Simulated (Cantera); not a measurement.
**Equilibrium for silicon carbide growth: (CH₃)₂SiCl₂ + C₂H₂ + H₂**

A closed system holds: 1 mol (CH₃)₂SiCl₂, 0.2 mol C₂H₂, 3.4 mol H₂, held at 1875 K and 0.133 bar.

Cantera equilibrium calculation (NASA polynomials, part measured and part estimated; ideal gas, pure solids and liquids). Candidate condensed phases: C, C₆H₆, C₇H₈, C₈H₁₈, Si, SiC; 109 gas species. The feed counts by its element totals alone. The tables' values for SiCl₃, SiCl are old estimates; treat these amounts as uncertain. Kinetics and transport are ignored.

```yaml
x(H₂): 0.744
x(HCl): 0.246
x(SiCl₂): 0.00763
x(H): 0.00155
x(Cl): 0.000388
x(SiCl₃): 0.000293
x(C₂H₂ (acetylene)): 0.000236
x(CH₄): 4.47e-5
x(SiCl₄): 1.58e-5
n(C(graphite)): 1.46 mol
n(SiC(s)): 0.939 mol
gas_amount: 7.606 mol
log10 activity of Si(l) (absent): -1.48
```
